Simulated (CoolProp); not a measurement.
Vapour-liquid equilibrium of carbon dioxide (1) + R124 (2) at -22.25 °C; x and y are mole fractions of (1).

Values from CoolProp's multi-fluid Helmholtz-energy mixture model, Span 1996 and de Vries 1995; pair parameters Bell 2016.

| x | bubble pressure (kPa) | y at the bubble point | dew pressure at overall composition x (kPa) | liquid density (mol/L) |
|---|---|---|---|---|
| 0.05 | 150.1 | 0.579 | 67.87 | 11.36 |
| 0.2 | 386.1 | (withheld) | 80.45 | 12.49 |
| 0.35 | 612.3 | 0.915 | 98.64 | 13.82 |
| 0.5 | 849.1 | 0.948 | 127.3 | 15.40 |
| 0.65 | 1110 | 0.970 | (withheld) | 17.32 |
| 0.8 | (withheld) | 0.985 | 301.1 | 19.66 |
| 0.95 | 1725 | 0.997 | 866.7 | 22.56 |

Task: What belongs in the gaps?

Result: 
- 0.2, y at the bubble point: 0.849
- 0.65, dew pressure at overall composition x (kPa): 179.2
- 0.8, bubble pressure (kPa): 1403

No azeotrope shows between x = 0.05 and 0.95.

Pair parameters are fitted to limited data, so mixtures are less certain than the pure fluids.
